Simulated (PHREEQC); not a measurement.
Synthetic water in mmol/kgw, 78 °C, pH 6.63, pe -1.9: Na 0.000355; K 3.85e-06; Ca 0.000217; Mg 0.000376; Cl 0.000493; S(6) 0.000122; Alkalinity (meq/kgw) 0.000811; Zn 3.78e-07; Br 9.5e-07; F 3.21e-07; Si 1.86e-06.

Na is adjusted to close the charge balance.
Valence states are taken as typed.

The numbers come from PHREEQC with the ion-association model, wateq4f.dat.

```json
[
 {"quantity": "ionic strength (mol/kgw)", "before": "2.50e-6", "after": "4.76e-6"},
 {"quantity": "HCO3- (mol/kgw)", "before": "8.97e-8", "after": "8.97e-7"},
 {"quantity": "CO2 (mol/kgw)", "before": "4.50e-8", "after": "4.50e-7"},
 {"quantity": "MgSO4 (mol/kgw)", "before": "3.37e-11", "after": "1.34e-10"},
 {"quantity": "SI of Zincite(c) (ZnO)", "before": "-4.95", "after": "-4.65"},
 {"quantity": "SI of Quartz (SiO2)", "before": "-5.41", "after": "-5.11"}
]
```

Q: Name the change that produced these shifts.
A) Alkalinity from 0.000811 to 0.00162 mmol/kgw
B) all concentrations times 2 at the same typed pH
C) F from 3.21e-07 to 6.42e-07 mmol/kgw
D) pH from 6.63 to 5.63 at the same alkalinity

A: B, all concentrations times 2 at the same typed pH

No solid was allowed to form. Away from 25 °C the constants follow the database's enthalpies or fits; those with neither stay at their 25 °C values. SiF6-2 is the database's only silicon fluoride.
